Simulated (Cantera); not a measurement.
Input (Python, Cantera) and output of one run.

```python
import numpy as np
import cantera as ct

gas_names = """
    AL2CL6 CL ALCL3 ALCL
""".split()
cond_names = """
    AL(cr) AL(L)
""".split()


# ... load() reads the species with a 1 bar reference pressure and builds the phases ...
species = {s.name: s for s in load("nasa_gas.yaml", gas_names) + load("nasa_condensed.yaml", cond_names)}
# Each term lists the table entries of one substance; the one whose range holds T is used.
reactions = {
    'Al2Cl6(g) = 2 Al + 6 Cl(g)':
        [(-1, ['AL2CL6']), (2, ['AL(cr)', 'AL(L)']), (6, ['CL'])],
    'AlCl3(g) + 2 Al = 3 AlCl(g)':
        [(-1, ['ALCL3']), (-2, ['AL(cr)', 'AL(L)']), (3, ['ALCL'])],
}


def pick(names, T):
    return next(species[n] for n in names if species[n].thermo.min_temp <= T <= species[n].thermo.max_temp)


results = []
for label, terms in reactions.items():
    print(label)
    print("     T/K   dH/kJ  dS/(J/K)   dG/kJ   log10 K")
    for T in [523, 598, 673, 748, 823, 898, 973, 1048, 1123]:
        used = [(nu, pick(names, T)) for nu, names in terms]
        dH = sum(nu * s.thermo.h(T) for nu, s in used) / 1e6
        dS = sum(nu * s.thermo.s(T) for nu, s in used) / 1e3
        dG = dH - T * dS / 1e3
        logK = -dG * 1e6 / (ct.gas_constant * T * np.log(10))
        results.append((label, T, dH, dS, dG, logK, [s.name for _, s in used]))
        print(f"{T:8g} {dH:8.1f} {dS:8.1f} {dG:8.1f} {logK:8.2f}")
```

It prints:

```
Al2Cl6(g) = 2 Al + 6 Cl(g)
     T/K   dH/kJ  dS/(J/K)   dG/kJ   log10 K
     523   2027.7    583.0   1722.7  -172.06
     598   2028.9    585.3   1678.9  -146.65
     673   2030.2    587.3   1635.0  -126.89
     748   2031.5    589.2   1590.8  -111.09
     823   2032.9    591.0   1546.6   -98.16
     898   2034.4    592.7   1502.2   -87.38
     973   2057.3    617.1   1456.8   -78.20
    1048   2058.5    618.4   1410.4   -70.30
    1123   2059.7    619.5   1364.0   -63.44
AlCl3(g) + 2 Al = 3 AlCl(g)
     T/K   dH/kJ  dS/(J/K)   dG/kJ   log10 K
     523    425.6    301.5    267.9   -26.76
     598    423.8    298.3    245.4   -21.44
     673    421.9    295.2    223.2   -17.32
     748    419.8    292.3    201.1   -14.05
     823    417.5    289.3    179.3   -11.38
     898    414.9    286.4    157.7    -9.18
     973    390.9    260.7    137.3    -7.37
    1048    388.5    258.3    117.8    -5.87
    1123    386.0    256.0     98.5    -4.58
```

Standard-state values (1 bar) from the NASA 1993 polynomials, evaluated with Cantera. Condensed species are held in their standard states even where they would react or evaporate.
